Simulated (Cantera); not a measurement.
Cantera run, input and output.

```python
import numpy as np
import cantera as ct

gas = ct.Solution("gri30.yaml")
gas.TPX = 700, 500000, {'CH4': 1, 'H2': 0.096, 'O2': 2.53, 'N2': 9.51}
flame = ct.FreeFlame(gas, width=0.013)
flame.set_refine_criteria(ratio=3, slope=0.08, curve=0.16)
flame.transport_model = "mixture-averaged"
flame.solve(loglevel=0, auto=True)
z, T = flame.grid, flame.T
thick = (T[-1] - T[0]) / np.gradient(T, z).max()
show = ['CH4', 'H2', 'O2', 'C2H2', 'H2O2', 'NO2']
print(f"laminar burning velocity  {flame.velocity[0] * 100:.3f} cm/s")
print(f"burnt temperature         {T[-1]:.1f} K")
print(f"thermal thickness         {thick * 1e3:.4f} mm")
print(f"grid points               {len(z)}")
z0 = z[flame.heat_release_rate.argmax()]
print(f"{'z/mm':>9s}{'T/K':>9s}{'u/(m/s)':>9s}" + "".join(f"{s:>11s}" for s in show))
rows = []
for k in (-3, -2, -1.5, -1, -0.5, -0.25, 0, 0.25, 0.5, 1, 2, 4, 8):
    zz = z0 + k * thick
    rows.append([k * thick, np.interp(zz, z, T), np.interp(zz, z, flame.velocity),
                 *(np.interp(zz, z, flame.X[gas.species_index(s)]) for s in show)])
    print(f"{rows[-1][0] * 1e3:9.3f}{rows[-1][1]:9.1f}{rows[-1][2]:9.3f}" + "".join(f"{x:11.3e}" for x in rows[-1][3:]))
```

Result:

```
laminar burning velocity  90.808 cm/s
burnt temperature         2300.4 K
thermal thickness         0.0960 mm
grid points               133
     z/mm      T/K  u/(m/s)        CH4         H2         O2       C2H2       H2O2        NO2
   -0.288    700.6    0.909  7.606e-02  7.558e-03  1.925e-01  4.995e-09  7.331e-08  5.532e-10
   -0.192    705.8    0.916  7.562e-02  7.932e-03  1.921e-01  7.891e-08  8.551e-07  7.965e-09
   -0.144    719.5    0.935  7.460e-02  8.313e-03  1.910e-01  3.328e-07  3.031e-06  3.072e-08
   -0.096    786.1    1.024  7.009e-02  8.988e-03  1.856e-01  2.112e-06  1.391e-05  1.470e-07
   -0.048   1116.6    1.466  4.922e-02  1.007e-02  1.560e-01  1.705e-05  4.846e-05  3.252e-07
   -0.024   1471.1    1.943  2.702e-02  1.055e-02  1.206e-01  4.338e-05  2.398e-05  1.550e-07
    0.000   1832.9    2.428  6.082e-03  9.366e-03  7.908e-02  6.677e-05  2.948e-06  3.488e-08
    0.024   2002.2    2.645  3.463e-04  6.160e-03  5.583e-02  8.134e-06  1.035e-06  2.170e-08
    0.048   2074.1    2.728  1.043e-05  4.594e-03  4.807e-02  1.845e-07  7.861e-07  2.782e-08
    0.096   2157.7    2.822  1.742e-08  3.489e-03  4.302e-02  1.515e-10  5.910e-07  3.813e-08
    0.192   2233.5    2.908  7.584e-13  2.193e-03  3.987e-02  4.211e-15  4.222e-07  5.315e-08
    0.384   2280.2    2.960  2.624e-15  1.213e-03  3.822e-02  1.147e-18  3.302e-07  6.516e-08
    0.768   2298.0    2.980  2.159e-16  8.273e-04  3.761e-02  6.048e-20  3.049e-07  7.945e-08
```

Model: GRI-Mech 3.0 (53 species, 325 reactions), integrated in Cantera. Burning velocities carry a grid error of a few per cent, more on coarse grids.
